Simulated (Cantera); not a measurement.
Input: 1 mol TiO2, 570 mol H2, held at 0.00850 bar.

Equilibrium computed with Cantera from the NASA thermochemical tables; the gas is ideal and each condensed phase is pure. Candidate condensed phases: H2O, Ti, TiO, TiO2, Ti2O3, Ti3O5, Ti4O7; 12 gas species. Rates play no part. All values below are at 1502 °C.

Base state: H2 0.996, H 0.00313, H2O 0.000876 (mole fractions); condensed: Ti2O3(s).

**Question.** What changes in the equilibrium state with this change: TiO2 replaced by Ta2O5?

**Answer.** 
```
species          before     after
-------------  --------  --------
H2                0.996     0.996
H               0.00313   0.00313
H2O            0.000876  0.000597
Ti2O3(s), mol     0.500         0
Ta(s), mol            0     0.136
Ta2O5(s), mol         0     0.931
```
Mutual solubility and eutectic melting of coexisting phases are not modelled. Condensed phases not in the tables: N, O or C dissolved in the metal. Further candidate phases: Ta, Ta2O5.
